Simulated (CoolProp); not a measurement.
Saturation properties of octamethyltrisiloxane (MDM).

Computed with CoolProp (reference Helmholtz-energy equation of state, Thol 2017).

```
T (K)    p (bar)  liquid density (kg/m³)  vapour density (kg/m³)  enthalpy of vaporisation (kJ/kg)  surface tension (mN/m)
-----  ---------  ----------------------  ----------------------  --------------------------------  ----------------------
266.2  0.0004455                   846.9                0.004762                             217.1                    19.6
280.4   0.001421                   832.9                 0.01442                             211.4                    18.2
294.7   0.003970                   818.7                 0.03837                             205.7                    16.9
308.9   0.009784                   804.4                 0.09031                             200.1                    15.6
323.1    0.02181                   789.9                  0.1928                             194.6                    14.4
337.4    0.04480                   775.1                  0.3805                             189.0                    13.1
351.6    0.08502                   760.1                  0.6962                             183.4                    11.9
365.8     0.1514                   744.8                   1.199                             177.8                    10.8
380       0.2550                   729.1                   1.962                             172.1                    9.68
394.3     0.4106                   712.9                   3.082                             166.2                    8.60
408.5     0.6320                   696.2                   4.647                             160.2                    7.56
422.7     0.9378                   678.8                   6.789                             153.9                    6.58
437        1.351                   660.6                   9.682                             147.3                    5.62
451.2      1.888                   641.5                   13.47                             140.3                    4.73
```

It boils at 425.6 K under 1 atm.

Surface tension comes from a separate correlation (Mulero 2014), older than this fluid's equation and unchecked against measurements.
